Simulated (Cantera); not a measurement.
Input (Python, Cantera):

```python
import numpy as np
import cantera as ct

gas = ct.Solution("gri30.yaml")
gas.TPX = 1350, 1200, {'N2O': 1, 'O2': 0.081}
reactor = ct.IdealGasConstPressureReactor(gas, energy="off", clone=False)
net = ct.ReactorNet([reactor])
net.rtol, net.atol = 1e-08, 1e-18
show = ['N2O', 'O2', 'NO', 'N2', 'NO2', 'O']
times = np.geomspace(0.0002, 20, 14)

steps = ct.SolutionArray(gas, extra=["t"])
rows = []
print(f"{'t/s':>10s}{'T/K':>9s}{'P/Pa':>11s}" + "".join(f"{s:>11s}" for s in show))
for t in times:
    while net.time < t:
        t_next = net.step()
        steps.append(gas.state, t=t_next)
    rows.append([np.interp(t, steps.t, y) for y in (steps.T, steps.P, *steps(*show).X.T)])
    print(f"{t:10.3e}{rows[-1][0]:9.1f}{rows[-1][1]:11.4g}" + "".join(f"{x:11.3e}" for x in rows[-1][2:]))
rate = np.gradient(steps.T, steps.t)
print("integrator steps:", len(steps.t))
if steps.T.max() > steps.T[0] + 200:
    print(f"time of steepest temperature rise: {steps.t[rate.argmax()]:.4e} s")
gas.TPX = 1350, 1200, {'N2O': 1, 'O2': 0.081}
gas.equilibrate("TP")
print(f"equilibrium (TP): T = {gas.T:.1f} K  " + "  ".join(f"{s} {gas[s].X[0]:.3e}" for s in show))
```

It prints:

```
       t/s      T/K       P/Pa        N2O         O2         NO         N2        NO2          O
 2.000e-04   1350.0       1200  9.251e-01  7.493e-02  7.249e-07  1.027e-05  2.632e-14  6.425e-06
 4.849e-04   1350.0       1200  9.250e-01  7.494e-02  3.355e-06  2.873e-05  4.256e-13  1.094e-05
 1.176e-03   1350.0       1200  9.249e-01  7.496e-02  1.249e-05  8.011e-05  5.222e-12  1.390e-05
 2.850e-03   1350.0       1200  9.247e-01  7.501e-02  3.695e-05  2.102e-04  4.417e-11  1.433e-05
 6.910e-03   1350.0       1200  9.242e-01  7.514e-02  9.658e-05  5.264e-04  2.981e-10  1.433e-05
 1.675e-02   1350.0       1200  9.230e-01  7.546e-02  2.410e-04  1.292e-03  1.820e-09  1.433e-05
 4.062e-02   1350.0       1200  9.200e-01  7.622e-02  5.900e-04  3.142e-03  1.044e-08  1.433e-05
 9.848e-02   1350.0       1200  9.129e-01  7.805e-02  1.430e-03  7.596e-03  5.495e-08  1.433e-05
 2.388e-01   1350.0       1200  8.959e-01  8.242e-02  3.431e-03  1.821e-02  2.512e-07  1.433e-05
 5.789e-01   1350.0       1200  8.564e-01  9.259e-02  8.085e-03  4.289e-02  9.189e-07  1.433e-05
 1.403e+00   1350.0       1200  7.696e-01  1.149e-01  1.831e-02  9.712e-02  2.702e-06  1.432e-05
 3.403e+00   1350.0       1200  6.012e-01  1.583e-01  3.814e-02  2.023e-01  6.949e-06  1.431e-05
 8.249e+00   1350.0       1200  3.473e-01  2.236e-01  6.800e-02  3.610e-01  1.530e-05  1.426e-05
 2.000e+01   1350.0       1200  1.063e-01  2.858e-01  9.619e-02  5.118e-01  2.560e-05  1.398e-05
integrator steps: 610
equilibrium (TP): T = 1350.0 K  N2O 4.099e-09  O2 3.672e-01  NO 6.448e-04  N2 6.322e-01  NO2 8.296e-07  O 2.349e-06
```

Cantera simulation using GRI-Mech 3.0 (53 species, 325 reactions); the numbers are that mechanism's predictions, not measurements. GRI-Mech 3.0 was tuned for natural gas; its chemistry of N2O as a main component is partial and can be far from experiment. Radical loss at walls, strong at low pressure, is not modelled. The mechanism lacks the step 2 NO + O2 → 2 NO2, which can matter for NO2 below about 1400 K. The temperature is held fixed by assumption; the heat of reaction is taken as removed at once.
